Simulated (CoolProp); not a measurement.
Vapour-liquid equilibrium of n-hexane (1) + toluene (2) at 0.958 bar; x and y are mole fractions of (1).

The numbers come from the multi-fluid Helmholtz-energy mixture model, Thol 2019 and Lemmon 2006; pair parameters Bell 2016 in CoolProp.

| x | bubble temperature, mixture model (°C) | bubble temperature, Raoult's law (°C) | y, mixture model | y, Raoult's law |
|---|---|---|---|---|
| 0.05 | 103.1 | 105.0 | (withheld) | 0.146 |
| 0.125 | 96.6 | 100.0 | 0.376 | 0.322 |
| 0.2 | 91.6 | 95.6 | 0.505 | 0.459 |
| 0.275 | 87.5 | 91.6 | (withheld) | 0.567 |
| 0.35 | (withheld) | 88.0 | (withheld) | 0.654 |
| 0.425 | 81.4 | 84.8 | 0.727 | 0.725 |
| 0.5 | (withheld) | 81.8 | 0.775 | 0.784 |
| 0.575 | 76.7 | 79.1 | 0.817 | 0.833 |
| 0.65 | 74.7 | 76.6 | 0.854 | 0.874 |
| 0.725 | 72.9 | 74.2 | (withheld) | 0.909 |
| 0.8 | 71.2 | 72.1 | 0.920 | 0.939 |
| 0.875 | (withheld) | 70.0 | 0.951 | 0.964 |
| 0.95 | 68.0 | 68.1 | 0.980 | 0.987 |

**Question.** Fill in the missing entries.

**Answer.** 
- 0.05, y, mixture model: 0.185
- 0.275, y, mixture model: 0.599
- 0.35, bubble temperature, mixture model (°C): 84.2
- 0.35, y, mixture model: 0.670
- 0.5, bubble temperature, mixture model (°C): 78.9
- 0.725, y, mixture model: 0.888
- 0.875, bubble temperature, mixture model (°C): 69.5

The largest gap from Raoult's law is -4.1 K in bubble temperature, at x = 0.275. No azeotrope shows between x = 0.05 and 0.95.

Pair parameters are fitted to limited data, so mixtures are less certain than the pure fluids.
